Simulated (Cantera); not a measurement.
Gas-phase reforming

A perfectly stirred reactor is fed with 89.3 % CH4, 10.7 % CO2, at 5.00 bar; it is held at 1998 K, and followed from long to short residence time.

Detailed kinetics in Cantera: GRI-Mech 3.0 (53 species, 325 reactions). GRI-Mech 3.0 stops at C3 and has no aromatics, soot or wall deposition, so with more carbon than oxygen in the feed, carbon stays in small species such as C2H2 where larger ones or solid carbon would form.

```csv
τ (s),x CH4,x CO2,x CH3,x H,x O
2.0,0.0190,1.29e-5,0.000327,0.000595,3.51e-12
0.59,0.0196,4.32e-5,0.000338,0.000595,1.15e-11
0.18,0.0216,0.000139,0.000372,0.000592,3.63e-11
0.052,0.0274,0.000459,0.000472,0.000585,1.13e-10
0.015,0.0411,0.00141,0.000709,0.000570,2.99e-10
0.0045,0.0679,0.00400,0.00117,0.000542,5.75e-10
0.0013,0.119,0.0118,0.00204,0.000498,8.05e-10
0.00039,0.208,0.0307,0.00348,0.000440,8.18e-10
```
x: mole fraction; the columns are a selection and need not sum to one.
